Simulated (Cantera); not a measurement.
Input: 1 mol C₂H₆, 0.051 mol O₂, 2.8 mol H₂, held at 2725 K and 8000 Pa.

Method: chemical equilibrium by Gibbs-energy minimisation in Cantera with the NASA 1993 tables (ideal gas, pure condensed phases). Rates play no part.

```tsv
species	before	after
H₂	0.770	0.900
H	0.194	0.0592
C₂H₂ (acetylene)	0.0198	0.0232
CO	0.0156	0.0168
CH₄	5.12e-6	8.74e-5
C	3.54e-5	2.84e-6
C₃	0.000153	1.22e-5
C₂	1.47e-5	1.18e-6
CH₃	2.19e-5	9.79e-5
C₂H	0.000554	0.000169
C(graphite), mol	1.62	1.61
```
Gas species are given as mole fractions.

Q: What was changed between the two runs?
A. temperature from 2725 K to 2850 K
B. temperature from 2725 K to 2900 K
C. pressure from 8000 Pa to 100000 Pa
D. temperature from 2725 K to 1073.15 K

A: C, pressure from 8000 Pa to 100000 Pa
